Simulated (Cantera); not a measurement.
A freely propagating, adiabatic, planar premixed flame of 37.2 % H₂, 16.9 % O₂, 45.8 % N₂, equivalence ratio 1.1, unburnt at 325 K and 100.0 Torr; mixture-averaged transport, grid criteria slope 0.08 and curve 0.16, no radiation.

Computed with Cantera and the H2/O2 subset of GRI-Mech 3.0, which has no nitrogen chemistry. Burning velocities carry a grid error of a few per cent, more on coarse grids.

Predict: laminar burning velocity; thermal thickness; peak x(HO₂); peak x(H₂O₂); peak x(OH).


```
Item                         Value
------------------------  --------
laminar burning velocity  310 cm/s
thermal thickness          4.88 mm
peak x(HO₂)               0.000161
peak x(H₂O₂)               4.89e-5
peak x(OH)                  0.0230
```
